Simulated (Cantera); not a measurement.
## Stirred combustor or abatement burner

A perfectly stirred reactor is fed with C2H6 : O2 : N2 : H2O = 1 : 3.18 : 16.5 : 2.8 (molar parts), equivalence ratio 1.1, at 0.987 atm; it is adiabatic with a 823 K inlet, and is followed from long to short residence time, starting on the burning branch (τ in s: 0.048, 0.026, 0.014, 0.0079, 0.0043, 0.0024, 0.0013, 0.0007, 0.00038, 0.00021, 0.00012, 6.3e-05, 3.4e-05).

Model: GRI-Mech 3.0 (53 species, 325 reactions), integrated in Cantera.

```
τ (s)    T (K)    x C2H6     x O2  x H2O   x CO2     x OH      x H    x HCO
-------  -----  --------  -------  -----  ------  -------  -------  -------
0.048     2102   6.00e-7  0.00158  0.223  0.0640  0.00265  0.00125  5.02e-8
0.026     2089   1.02e-6  0.00216  0.222  0.0633  0.00311  0.00158  8.67e-8
0.014     2072   1.74e-6  0.00290  0.220  0.0624  0.00363  0.00201  1.53e-7
0.0079    2053   2.83e-6  0.00373  0.219  0.0614  0.00413  0.00252  2.61e-7
0.0043    2030   4.73e-6  0.00477  0.217  0.0601  0.00465  0.00319  4.66e-7
0.0024    2005   7.77e-6  0.00592  0.215  0.0588  0.00512  0.00394  8.20e-7
0.0013    1977   1.32e-5  0.00729  0.212  0.0571  0.00554  0.00481  1.49e-6
0.00070   1945   2.32e-5  0.00891  0.210  0.0551  0.00581  0.00570  2.74e-6
0.00038   1912   4.19e-5   0.0109  0.208  0.0524  0.00585  0.00639  5.04e-6
0.00021   1874   8.06e-5   0.0138  0.207  0.0481  0.00553  0.00660  9.25e-6
0.00012   1819  0.000183   0.0192  0.205  0.0403  0.00440  0.00571  1.70e-5
6.3e-5     823    0.0426    0.135  0.119  <1e-12   <1e-12   <1e-12   <1e-12
3.4e-5     823    0.0426    0.135  0.119  <1e-12   <1e-12   <1e-12   <1e-12
```
x: mole fraction; the columns are a selection and need not sum to one.
